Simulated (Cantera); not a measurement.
A Cantera script and what it prints.

```python
import numpy as np
import cantera as ct

gas_names = """
    CL CL2 H HCL H2 Si SiCL SiCL2 SiCL3 SiCL4 SiH SiHCL3 SiH2 SiH2CL2 SiH3 SiH3CL SiH4 Si2 Si3
""".split()
cond_names = """
    Si(cr) Si(L)
""".split()


def load(file, names, dense=False):
    # The tables refer to 1 bar. Condensed volumes are neglected.
    table = {s.name: s for s in ct.Species.list_from_file(file)}
    out = []
    for n in names:
        d = dict(table[n].input_data)
        d["thermo"] = dict(d["thermo"], **{"reference-pressure": 1e5})
        if dense:
            d["equation-of-state"] = {"model": "constant-volume", "density": "1e6 g/cm^3"}
        out.append(ct.Species.from_dict(d))
    return out


gas = ct.Solution(thermo="ideal-gas", species=load("nasa_gas.yaml", gas_names))
cond = {s.name: ct.Solution(thermo="fixed-stoichiometry", species=[s], name=s.name)
        for s in load("nasa_condensed.yaml", cond_names, dense=True)}
atoms = {
    'Si3H8': {'Si': 3, 'H': 8},
    'HCl': {'H': 1, 'CL': 1},
    'H2': {'H': 2},
}
top_T = {}  # K; cautious upper limits of use, not melting points


def equilibrate(T, P, feed):
    n = {}
    for name, mol in feed.items():
        for a, k in atoms[name].items():
            n[a] = n.get(a, 0.0) + k * mol
    gas.TPX = T, P, n
    mass = sum(n.values()) * gas.mean_molecular_weight
    gas.equilibrate("TP")
    valid = [c for c in cond.values() if c.min_temp <= T <= top_T.get(c.name, c.max_temp)]
    mix = ct.Mixture([(gas, mass / gas.mean_molecular_weight)] + [(c, 0.0) for c in valid])
    mix.T, mix.P = T, P
    mix.equilibrate("TP", solver="vcs", rtol=1e-11, max_steps=5000)
    return mix


results = []
feed = {'Si3H8': 1, 'HCl': 2.5, 'H2': 5.7}  # mol
T = 875  # K
P = 420  # Pa
mix = equilibrate(T, P, feed)
results.append((T, P, feed, dict(zip(mix.species_names, mix.species_moles))))
print(gas.report(threshold=0.0001))
for i in range(1, mix.n_phases):
    print(f"{mix.phase(i).name:16s} {mix.phase_moles(i):12.5e} mol")
```

Result:

```
       temperature   875 K
          pressure   420 Pa
           density   0.00063833 kg/m^3
  mean mol. weight   11.057 kg/kmol
   phase of matter   gas

                          1 kg             1 kmol
                     ---------------   ---------------
          enthalpy       -1.4275e+06       -1.5784e+07  J
   internal energy       -2.0855e+06        -2.306e+07  J
           entropy             20376         2.253e+05  J/K
    Gibbs function       -1.9256e+07       -2.1292e+08  J
 heat capacity c_p            3061.6             33852  J/K
 heat capacity c_v            2309.6             25537  J/K

                      mass frac. Y      mole frac. X     chem. pot. / RT
                     ---------------   ---------------   ---------------
               HCL          0.036735          0.011141           -46.609
                H2           0.17055            0.9354           -22.723
             SiCL2         0.0015135        0.00016906           -73.894
             SiCL3         0.0043898        0.00036106           -109.14
             SiCL4           0.68518          0.044595           -144.39
            SiHCL3           0.10037         0.0081936            -120.5
           SiH2CL2         0.0012573        0.00013764           -96.618
     [  +12 minor]        3.3544e-06        5.5852e-07

Si(cr)            2.38071e+00 mol
```

Equilibrium computed with Cantera from the NASA thermochemical tables; the gas is ideal and each condensed phase is pure. The feed counts by its element totals alone. The tables' values for SiCl3 are old estimates; treat these amounts as uncertain.
